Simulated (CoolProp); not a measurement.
Vapour-liquid equilibrium of R125 (1) + R1234yf (2) at 240.9 K; x and y are mole fractions of (1).

Computed with CoolProp (multi-fluid Helmholtz-energy mixture model, Lemmon 2005 and Lemmon 2022; pair parameters Bell 2023).

Problem. Give the bubble pressure and the first vapour's composition at x = 0.2, 0.575, 0.725. Is there an azeotrope?

Solution. x = 0.2: 113.2 kPa, y = 0.359; x = 0.575: 157.2 kPa, y = 0.748; x = 0.725: 174.9 kPa, y = 0.851. No azeotrope shows between x = 0.05 and 0.95.

Pair parameters are fitted to limited data, so mixtures are less certain than the pure fluids.
